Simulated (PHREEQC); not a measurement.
Make-up at 25 °C: 0.11 mol/kgw H3PO4, 0.23 mol/kgw HF and 0.001 mol/kgw H3AsO4. Closed to the air; pH follows from the charge balance.

Model: ion-association model, wateq4f.dat, run in PHREEQC.

This is a speciation only: nothing precipitates in the calculation.

### Question
Predict the pH, activity of water.

### Answer
pH 1.57; activity of water 0.994.

### Question
In which forms is F present?

### Answer
HF 57 %, H2F2 39 %, HF2- 1.7 %, F- 1.7 % of the F.

wateq4f.dat counts part of the HF as a dimer, H2F2, which phreeqc.dat doesn't know; its constant is uncertain. H3PO4, which wateq4f.dat lacks, is added to it with the constant of phreeqc.dat.
